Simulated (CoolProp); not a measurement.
The numbers come from the reference Helmholtz-energy equation of state, de Vries 1995 in CoolProp.

**Question.** Give the vapour pressure (bar), vapour density (kg/m³), enthalpy of vaporisation (kJ/kg), surface tension (mN/m) of saturated R124 at 273.2 K.

**Answer.** 
| T (K) | p (bar) | vapour density (kg/m³) | enthalpy of vaporisation (kJ/kg) | surface tension (mN/m) |
|---|---|---|---|---|
| 273.2 | 1.63 | 10.4 | 160 | 12.7 |

Surface tension comes from a separate correlation (Mulero 2012).
